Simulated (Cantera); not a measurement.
# MgO + SiCl4 + O2 (oxide etching and cleaning by halides)

A closed system holds: 1 mol MgO, 0.35 mol SiCl4, 0.33 mol O2, at 1673.15 K and 0.100 bar.

Method: chemical equilibrium by Gibbs-energy minimisation in Cantera with the NASA 1993 tables (ideal gas, pure condensed phases). Candidate condensed phases: Mg, MgCl2, MgO, MgSiO3, Mg2SiO4, Si, SiO2; 20 gas species. Condensed phases not in the tables: alloys, solid solutions and most ternary compounds. The numbers say what is thermodynamically allowed, not how fast it happens.

```yaml
x(MgCl2): 0.311
x(Cl): 0.277
x(Cl2): 0.277
x(O2): 0.135
x(ClO): 0.000647
x(O): 3.88e-5
x(SiCl4): 1.90e-6
n(Mg2SiO4(s)): 0.350 mol
gas_amount: 0.9633 mol
log10 activity of Mg(l) (absent): -12.89
log10 activity of Si(s) (absent): -17.50
```
